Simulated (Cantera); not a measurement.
Charge: 1 mol SO2, 0.24 mol O2, 0.55 mol N2, at 1650 K and 18.0 bar.

Equilibrium computed with Cantera from the NASA thermochemical tables; the gas is ideal and each condensed phase is pure. Candidate condensed phases: S; 17 gas species. Rates play no part.

Base state: SO2 0.548, N2 0.309, O2 0.127, SO3 0.0154, NO 0.00116, NO2 1.36e-5 (mole fractions); condensed: gas only.

Q: What changes in the equilibrium state with this change: temperature from 1650 K to 3050 K?

A: 
```tsv
species	before	after
SO2	0.548	0.521
N2	0.309	0.290
O2	0.127	0.127
SO	1.15e-6	0.0262
NO	0.00116	0.0239
O	2.17e-6	0.0113
SO3	0.0154	0.000662
S	<1e-9	0.000272
S2	<1e-9	1.56e-5
S2O	<1e-9	1.52e-5
NO2	1.36e-5	4.43e-5
```
